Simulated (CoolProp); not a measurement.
C3F8 (R218) along the isotherm 166.85 °C: Z from the reference equation and from simpler models built on Tc = 71.9 °C, pc = 2.640 MPa, ω = 0.317; each cubic takes its own stable root.

Values from CoolProp's reference Helmholtz-energy equation of state, Lemmon 2006. It is a short technical equation, of lower accuracy than the large ones.

```json
[
 {"p (MPa)": "0.0943", "phase": "gas", "reference": "0.9952", "van der Waals": "0.9942", "Redlich-Kwong": "0.9941", "Soave-Redlich-Kwong": "0.9952", "Peng-Robinson": "0.9942"},
 {"p (MPa)": "0.189", "phase": "gas", "reference": "0.9904", "van der Waals": "0.9884", "Redlich-Kwong": "0.9882", "Soave-Redlich-Kwong": "0.9904", "Peng-Robinson": "0.9884"},
 {"p (MPa)": "0.283", "phase": "gas", "reference": "0.9856", "van der Waals": "0.9825", "Redlich-Kwong": "0.9823", "Soave-Redlich-Kwong": "0.9857", "Peng-Robinson": "0.9826"},
 {"p (MPa)": "0.377", "phase": "gas", "reference": "0.9808", "van der Waals": "0.9766", "Redlich-Kwong": "0.9763", "Soave-Redlich-Kwong": "0.9809", "Peng-Robinson": "0.9769"},
 {"p (MPa)": "0.471", "phase": "gas", "reference": "0.9760", "van der Waals": "0.9707", "Redlich-Kwong": "0.9704", "Soave-Redlich-Kwong": "0.9762", "Peng-Robinson": "0.9712"},
 {"p (MPa)": "0.566", "phase": "gas", "reference": "0.9711", "van der Waals": "0.9646", "Redlich-Kwong": "0.9644", "Soave-Redlich-Kwong": "0.9714", "Peng-Robinson": "0.9654"},
 {"p (MPa)": "0.66", "phase": "gas", "reference": "0.9662", "van der Waals": "0.9586", "Redlich-Kwong": "0.9584", "Soave-Redlich-Kwong": "0.9667", "Peng-Robinson": "0.9597"},
 {"p (MPa)": "0.754", "phase": "gas", "reference": "0.9613", "van der Waals": "0.9525", "Redlich-Kwong": "0.9524", "Soave-Redlich-Kwong": "0.9619", "Peng-Robinson": "0.9540"},
 {"p (MPa)": "0.849", "phase": "gas", "reference": "0.9564", "van der Waals": "0.9463", "Redlich-Kwong": "0.9463", "Soave-Redlich-Kwong": "0.9572", "Peng-Robinson": "0.9483"},
 {"p (MPa)": "0.943", "phase": "gas", "reference": "0.9514", "van der Waals": "0.9401", "Redlich-Kwong": "0.9403", "Soave-Redlich-Kwong": "0.9524", "Peng-Robinson": "0.9426"},
 {"p (MPa)": "1.04", "phase": "gas", "reference": "0.9463", "van der Waals": "0.9337", "Redlich-Kwong": "0.9341", "Soave-Redlich-Kwong": "0.9476", "Peng-Robinson": "0.9368"},
 {"p (MPa)": "1.13", "phase": "gas", "reference": "0.9416", "van der Waals": "0.9277", "Redlich-Kwong": "0.9283", "Soave-Redlich-Kwong": "0.9431", "Peng-Robinson": "0.9315"},
 {"p (MPa)": "1.23", "phase": "gas", "reference": "0.9363", "van der Waals": "0.9210", "Redlich-Kwong": "0.9218", "Soave-Redlich-Kwong": "0.9381", "Peng-Robinson": "0.9255"},
 {"p (MPa)": "1.32", "phase": "gas", "reference": "0.9315", "van der Waals": "0.9148", "Redlich-Kwong": "0.9160", "Soave-Redlich-Kwong": "0.9336", "Peng-Robinson": "0.9202"}
]
```
